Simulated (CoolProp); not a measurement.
Properties of m-xylene along the isobar 1.55 MPa (Tc = 616.9 K, pc = 3.535 MPa, ω = 0.326).

Values from CoolProp's reference Helmholtz-energy equation of state, Zhou 2012.

| T (K) | phase | density (kg/m³) | cp (kJ/(kg K)) | expansivity (1/kK) | viscosity (µPa s) | conductivity (mW/(m K)) |
|---|---|---|---|---|---|---|
| 242 | liquid | 908.1 | 1.553 | 0.9131 | … | 143 |
| 252 | liquid | 899.8 | 1.577 | 0.9235 | 1140 | 141 |
| 262 | liquid | 891.5 | 1.603 | 0.9356 | 964 | 139 |
| 272 | liquid | 883.1 | 1.631 | 0.9492 | 828 | 137 |
| 282 | liquid | 874.7 | 1.660 | 0.9640 | 720 | 134 |
| 292 | liquid | 866.2 | 1.691 | … | 634 | 132 |
| 302 | liquid | 857.7 | 1.722 | 0.9972 | 563 | 129 |
| 312 | liquid | 849.1 | 1.754 | 1.016 | 505 | 127 |
| 322 | liquid | 840.5 | … | 1.035 | 457 | 124 |
| 332 | liquid | 831.7 | 1.821 | 1.056 | 415 | 122 |

Task: Some entries are withheld; supply them.

Result: 
- 242, viscosity (µPa s): 1370
- 292, expansivity (1/kK): 0.9800
- 322, cp (kJ/(kg K)): 1.788

Viscosity comes from a separate model (Cao 2016). Thermal conductivity comes from a separate model (Mylona 2014).
